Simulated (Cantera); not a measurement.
A Cantera script and what it prints.

```python
import numpy as np
import cantera as ct

gas_names = """
    C CN CO CO2 C2 CCN CNC C2N2 C2O C3 C3O2 C4 C4N2 C5 N NCO NO NO2 NO3 N2 N2O O O2 O3 Pb PbO Pb2
""".split()
cond_names = """
    C(gr) Pb(cr) Pb(L) PbO(rd) PbO(yw) PbO(L) PbO2(s) Pb3O4(s)
""".split()


# ... load() reads the species with a 1 bar reference pressure and builds the phases ...
atoms = {
    'PbO': {'Pb': 1, 'O': 1},
    'CO': {'C': 1, 'O': 1},
    'N2': {'N': 2},
}
top_T = {'C(gr)': 4500, 'Pb3O4(s)': 820}  # K; cautious upper limits of use, not melting points


# ... equilibrate(T, P, feed) seeds the gas with the atoms and calls Mixture.equilibrate('TP', solver="vcs", rtol=1e-11, max_steps=5000) ...
results = []
feed = {'PbO': 1, 'CO': 3, 'N2': 0.77}  # mol
P = 860000  # Pa
for T in [723, 823, 923, 1023, 1123, 1223, 1323, 1423, 1523, 1623]:
    mix = equilibrate(T, P, feed)
    results.append((T, P, feed, dict(zip(mix.species_names, mix.species_moles))))

top = {s: max(r[3][s] / sum(r[3][g] for g in gas_names) for r in results) for s in gas_names}
cols = sorted((s for s in top if top[s] > 1e-05), key=lambda s: -top[s])[:9]
seen = [c for c in cond_names if any(r[3].get(c, 0) > 1e-12 for r in results)]
print("log10 of partial pressures in bar; condensed amounts in mol")
print(f"{'T/K':>10s}" + "".join(f"{s[:9]:>10s}" for s in cols + seen))
for T, P, feed, n in results:
    ng = sum(n[g] for g in gas_names)
    print(f"{T:10.4g}" + "".join(f"{np.log10(max(n[s] / ng * P / 1e5, 1e-99)):10.3f}" for s in cols)
          + "".join(f"{n.get(c, 0):10.4g}" for c in seen))
```

Result:

```
log10 of partial pressures in bar; condensed amounts in mol
       T/K       CO2        CO        N2        Pb       PbO     C(gr)     Pb(L)
       723     0.789    -1.203     0.377    -8.509   -15.383    0.9899         1
       823     0.771    -0.454     0.370    -6.872   -13.127    0.9423         1
       923     0.709     0.105     0.345    -5.596   -11.391    0.7786         1
      1023     0.546     0.496     0.291    -4.574   -10.055     0.383         1
      1123     0.358     0.659     0.245    -3.738    -8.858         0    0.9999
      1223     0.358     0.659     0.245    -3.042    -7.569         0    0.9996
      1323     0.358     0.659     0.244    -2.454    -6.479         0    0.9985
      1423     0.358     0.659     0.244    -1.951    -5.547         0    0.9951
      1523     0.357     0.658     0.243    -1.515    -4.740         0    0.9865
      1623     0.354     0.655     0.241    -1.134    -4.035         0    0.9675
```

These are equilibrium values from Cantera (NASA tables, ideal gas, pure condensed phases), not measurements of a reactor.
